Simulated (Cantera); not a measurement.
Input: 1 mol PbO, 1.4 mol H₂, a varied amount of N₂, at 725 °C and 1.00 bar.

Method: chemical equilibrium by Gibbs-energy minimisation in Cantera with the NASA 1993 tables (ideal gas, pure condensed phases). Candidate condensed phases: H₂O, Pb, PbO, PbO₂, Pb₃O₄; 27 gas species. The numbers say what is thermodynamically allowed, not how fast it happens.

### Question
At 11 mol N₂, list the 4 most abundant gas species with their mole fractions, and the condensed phases.

### Answer
N₂ 0.887, H₂O 0.0806, H₂ 0.0323, Pb 1.55e-5. Condensed: Pb(l).
